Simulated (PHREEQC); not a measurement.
Dissolve 130 mmol/kgw NaH2PO4, 160 mmol/kgw NaOH and 0.075 mmol/kgw NaCl at 18 °C. Closed to the air; pH follows from the charge balance.

Model: ion-association model, phreeqc.dat, run in PHREEQC.

```
Quantity                  Result
-----------------  -------------
pH                         10.94
ionic strength     0.456 mol/kgw
activity of water          0.993
density              1.017 g/cm³
total alkalinity      160 meq/kg
```

```csv
species,molality,activity,log γ
Na+,0.279,0.201,-0.142
HPO4-2,0.0895,0.0202,-0.647
PO4-3,0.0292,0.000692,-1.626
NaHPO4-,0.0113,0.00792,-0.155
OH-,0.000789,0.000507,-0.192
Cl-,7.50e-5,4.94e-5,-0.181
H2PO4-,5.51e-6,3.86e-6,-0.155
```

No solid was allowed to form.
